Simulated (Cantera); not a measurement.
A closed system holds: 1 mol SrCl₂, 0.43 mol HCl, 7.5 mol N₂.

These are equilibrium values from Cantera (NASA tables, ideal gas, pure condensed phases), not measurements of a reactor. Candidate condensed phases: NH₄Cl, Sr, SrCl₂; 15 gas species. The numbers say what is thermodynamically allowed, not how fast it happens.

Stable condensed phases, one row left out:

```
T in K \ P in Pa
           0.10   0.46    2.2     10     46    220   1000   4600  22000 100000
   2050       A      A      A      A      A      A      A      A      A      A
   1975       A      A      A      A      A      A      A      A      A      B
   1900       A      A      A      A      A      A      A      A      A      B
   1825       A      A      A      A      A      A      A      A      B      B
   1750       A      A      A      A      A      A      A      A      B      B
   1675       A      A      A      A      A      A      A      B      B      B
   1600       A      A      A      A      A      A      A      B      B      B
   1525       A      A      A      A      A      A      B      B      B      B
   1450       A      A      A      A      A      B      B      B      B      B
   1375       A      A      A      A      A      B      B      B      B      B
   1225       A      A      B      B      B      B      B      B      B      B
   1150       A      B      B      B      B      B      B      B      B      B
```

A: gas only; B: SrCl₂.

Q: Give the row for 1300 K.

A: 0.10: gas only; 0.46: gas only; 2.2: gas only; 10: gas only; 46: SrCl₂; 220: SrCl₂; 1000: SrCl₂; 4600: SrCl₂; 22000: SrCl₂; 100000: SrCl₂.
